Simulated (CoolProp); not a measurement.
A single-stage vapour-compression cycle with the fluid: evaporating at 321.15 K (dew point), condensing at 351.15 K (bubble point), superheat 0 K, subcooling 8 K, compressor efficiency 0.75, no pressure losses. The same conditions are run with several fluids, on thermodynamics alone (safety and materials aside).

Computed with CoolProp (reference Helmholtz-energy equation of state of each fluid (hydrogen sulfide: Lemmon 2006; R134a: Tillner-Roth 1994; toluene: Lemmon 2006; cyclohexane: Zhou 2014; R124: de Vries 1995; R123: Younglove 1994)).

### Question
Rank hydrogen sulfide, R134a, toluene, cyclohexane, R124, R123 by cooling COP, highest first.

### Answer
toluene (7.73), cyclohexane (7.66), R123 (7.48), R124 (6.94), R134a (6.59), hydrogen sulfide (6.30)

```json
[
 {"fluid": "hydrogen sulfide", "pressure ratio": "1.80", "discharge temperature (K)": "382.3", "refrigerating effect (kJ/kg)": "304", "volumetric capacity (kJ/m³)": "17900"},
 {"fluid": "R134a", "pressure ratio": "2.01", "discharge temperature (K)": "358.0", "refrigerating effect (kJ/kg)": "119", "volumetric capacity (kJ/m³)": "7460"},
 {"fluid": "toluene", "pressure ratio": "3.22", "discharge temperature (K)": "358.2", "refrigerating effect (kJ/kg)": "359", "volumetric capacity (kJ/m³)": "141"},
 {"fluid": "cyclohexane", "pressure ratio": "2.77", "discharge temperature (K)": "352.4", "refrigerating effect (kJ/kg)": "333", "volumetric capacity (kJ/m³)": "360"},
 {"fluid": "R124", "pressure ratio": "2.05", "discharge temperature (K)": "352.8", "refrigerating effect (kJ/kg)": "105", "volumetric capacity (kJ/m³)": "4750"},
 {"fluid": "R123", "pressure ratio": "2.33", "discharge temperature (K)": "352.4", "refrigerating effect (kJ/kg)": "138", "volumetric capacity (kJ/m³)": "1690"}
]
```
